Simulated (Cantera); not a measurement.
Input: 1 mol trisilylamine, 0.13 mol NH3, 1.8 mol H2, held at 0.960 bar.

Cantera equilibrium calculation (NASA polynomials, part measured and part estimated; ideal gas, pure solids and liquids). Candidate condensed phases: Si, Si3N4; 18 gas species. The feed counts by its element totals alone. Mutual solubility and eutectic melting of coexisting phases are not modelled. Rates play no part. All values below are at 1500 K.

Base state: H2 1.000, N2 4.94e-5, H 1.80e-5 (mole fractions); condensed: Si(s) + Si3N4(s).

Task: What changes in the equilibrium state with this change: NH3 from 0.13 to 17 mol?

Result: 
```tsv
species	before	after
H2	1.000	0.820
N2	4.94e-5	0.180
NH3	4.18e-7	1.87e-5
H	1.80e-5	1.63e-5
Si(s), mol	2.15	0
Si3N4(s), mol	0.282	1.00
```
